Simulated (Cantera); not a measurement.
**Adiabatic ignition**

An adiabatic, constant-volume homogeneous reactor starts with 13.8 % CH4, 2.63 % C2H6, 17.6 % O2, 66.0 % N2, equivalence ratio 2.1, at 1175 K and 750 Torr.

Cantera simulation using GRI-Mech 3.0 (53 species, 325 reactions); the numbers are that mechanism's predictions, not measurements.

```
t (s)     T (K)  P (bar)     x CH4  x C2H6     x O2      x NO     x NO2
--------  -----  -------  --------  ------  -------  --------  --------
8.00e-6    1175    1.000     0.138  0.0263    0.176    <1e-12    <1e-12
1.74e-5    1175    1.000     0.138  0.0263    0.176    <1e-12    <1e-12
3.80e-5    1175    1.000     0.138  0.0263    0.176    <1e-12    <1e-12
8.28e-5    1175    1.000     0.138  0.0263    0.176    <1e-12    <1e-12
0.000180   1175    1.000     0.138  0.0263    0.176    <1e-12    <1e-12
0.000393   1175    1.000     0.138  0.0263    0.176    <1e-12    <1e-12
0.000857   1175     1.00     0.138  0.0262    0.176    <1e-12    <1e-12
0.00187    1177     1.00     0.138  0.0259    0.175    <1e-12    <1e-12
0.00407    1240     1.06     0.129  0.0192    0.164    <1e-12    <1e-12
0.00887    2510     2.59  1.34e-10  <1e-12  6.81e-6  0.000164   1.32e-9
0.0193     2510     2.59  1.31e-10  <1e-12  6.85e-6  0.000114  9.19e-10
0.0421     2510     2.59  1.31e-10  <1e-12  6.85e-6  0.000112  8.99e-10
0.0918     2510     2.59  1.31e-10  <1e-12  6.85e-6  0.000112  8.99e-10
0.200      2510     2.59  1.31e-10  <1e-12  6.85e-6  0.000112  8.99e-10
```
x: mole fraction; the columns are a selection and need not sum to one.

```yaml
time_of_steepest_temperature_rise: 4.59 ms
temperature at 0.200 s: 2510 K
equilibrium_temperature: 2510 K
x(CH4) at 0.200 s: 1.31e-10 (gas-phase equilibrium 1.48e-10)
x(C2H6) at 0.200 s: <1e-12 (gas-phase equilibrium <1e-12)
x(O2) at 0.200 s: 6.85e-6 (gas-phase equilibrium 6.85e-6)
```
